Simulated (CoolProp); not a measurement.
Vapour-liquid equilibrium of R22 (1) + ethanol (2) at 3.83 bar; x and y are mole fractions of (1).

Values from CoolProp's multi-fluid Helmholtz-energy mixture model, Kamei 1995 and Schroeder 2014; pair parameters Bell 2016.

```tsv
x	bubble temperature (K)	y at the bubble point	dew temperature at overall composition x (K)	liquid density (mol/L)
0.05	359.0	0.647	387.9	15.71
0.125	322.4	0.928	385.2	16.34
0.2	302.3	0.976	382.4	16.61
0.275	290.8	0.988	379.3	16.71
0.35	283.6	0.993	376.1	16.72
0.425	279.0	0.995	372.5	16.66
0.5	276.0	0.996	368.5	16.56
0.575	273.9	0.997	364.0	16.41
0.65	272.5	0.997	358.8	16.24
0.725	271.2	0.998	352.6	16.04
0.8	270.0	0.998	344.8	15.82
0.875	268.6	0.999	334.1	15.57
0.95	266.8	0.999	315.4	15.31
```

No azeotrope shows between x = 0.05 and 0.95.

Pair parameters are fitted to limited data, so mixtures are less certain than the pure fluids. With so large a gap from Raoult's law the liquid may split in two, which this calculation doesn't test in full.
